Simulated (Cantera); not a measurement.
Si₂Cl₆ + NH₃ + N₂ (silicon nitride deposition)

A closed system holds: 1 mol Si₂Cl₆, 25 mol NH₃, 1 mol N₂, at 12.0 Pa.

Method: chemical equilibrium by Gibbs-energy minimisation in Cantera with the NASA 1993 tables (ideal gas, pure condensed phases). Candidate condensed phases: NH₄Cl, Si, Si₃N₄; 28 gas species. The feed counts by its element totals alone. The tables' values for SiCl, SiN are old estimates; treat these amounts as uncertain. Gases not in the tables: Si₂H₆ and higher silanes. The numbers say what is thermodynamically allowed, not how fast it happens.

From 1502 °C to 1802 °C nothing is condensed. The main Si-bearing gas is SiCl₂ at 1502 °C and Si at 1802 °C.

```csv
T (°C),x H₂,x N₂,x H,x HCl,x Si,x Cl,x SiCl₂
1502,0.631,0.243,0.0210,0.0671,0.0152,0.00171,0.0189
1552,0.615,0.240,0.0315,0.0745,0.0197,0.00291,0.0140
1602,0.596,0.237,0.0462,0.0803,0.0237,0.00471,0.00950
1652,0.575,0.234,0.0662,0.0835,0.0270,0.00723,0.00591
1702,0.550,0.230,0.0926,0.0836,0.0291,0.0105,0.00339
1752,0.520,0.225,0.127,0.0806,0.0302,0.0146,0.00181
1802,0.485,0.219,0.169,0.0752,0.0305,0.0194,0.000922
```
x: gas mole fraction; nothing condenses.
